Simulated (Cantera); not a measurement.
## Ignition delay

Mixture: H₂ : O₂ : N₂ = 1 : 0.667 : 2.51 (molar parts), equivalence ratio 0.75, at 4.05 atm, adiabatic and at constant volume. Ignition delay is the time to a rise of 400 K.

Detailed kinetics in Cantera: the H2/O2 subset of GRI-Mech 3.0, which has no nitrogen chemistry. The hydrogen kinetics of GRI-Mech 3.0 are dated; newer H2 mechanisms differ, most at raised pressure. Below about 950 K walls govern HO2 and H2O2 in real vessels.

| T0 (K) | delay (ms) |
|---|---|
| 873 | 456 |
| 948 | 50.7 |
| 1023 | 5.86 |
| 1098 | 0.272 |
| 1173 | 0.0214 |
| 1248 | 0.0105 |
